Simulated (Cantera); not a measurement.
Input: 1 mol PbO, a varied amount of CO, equilibrated at 777 °C and 600 Pa.

Cantera equilibrium calculation (NASA polynomials, part measured and part estimated; ideal gas, pure solids and liquids). Candidate condensed phases: C, Pb, PbO, PbO₂, Pb₃O₄; 15 gas species. Mutual solubility and eutectic melting of coexisting phases are not modelled. Kinetics and transport are ignored.

x: gas mole fraction; n: condensed amount in mol.

```
n(CO) (mol)  x CO₂      x CO     x Pb  x PbO    x Pb₂  n Pb(l)  n PbO(yellow)
-----------  -----  --------  -------  -----  -------  -------  -------------
0.78         0.992  0.000148  0.00775      ?  4.97e-8    0.774          0.220
1.1          0.902    0.0902  0.00775      ?  4.97e-8    0.991              0
1.4          0.709     0.283  0.00775      ?  4.97e-8    0.989              0
2            0.496     0.496  0.00775      ?  4.97e-8    0.984              0
2.7          0.367     0.625  0.00775      ?  4.97e-8    0.979              0
3.6          0.276     0.717  0.00775      ?  4.97e-8    0.972              0
4.9          0.202     0.790  0.00775      ?  4.97e-8    0.962              0
```

Fill in the missing entries.


- 0.78, x PbO: 0.000247
- 1.1, x PbO: 3.67e-7
- 1.4, x PbO: 9.18e-8
- 2, x PbO: 3.67e-8
- 2.7, x PbO: 2.16e-8
- 3.6, x PbO: 1.41e-8
- 4.9, x PbO: 9.41e-9
